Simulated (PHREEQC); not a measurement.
Dissolve 2.1 mmol/kgw KNO3, 96 mmol/kgw CuCl2 and 49 mmol/kgw NaCl at 25 °C and 300 atm. Closed to the air; pH follows from the charge balance.

Equilibrium calculation in PHREEQC: ion-association model, phreeqc.dat.

Precipitation was switched off in this run.

Order these Cl species by the share of Cl that they hold, largest first: CuCl2, CuCl+, Cl-.

Cl- (94 %), CuCl+ (5.6 %), CuCl2 (0.53 %)

Order these Cu species by the share of Cu that they hold, largest first: CuCl2, CuCl+, Cu+2.

Cu+2 (85 %), CuCl+ (14 %), CuCl2 (0.66 %)

The pH is 4.30 and the ionic strength 0.310 mol/kgw. Under pressure, the constants of complexes without a molar volume in the database are unreliable.
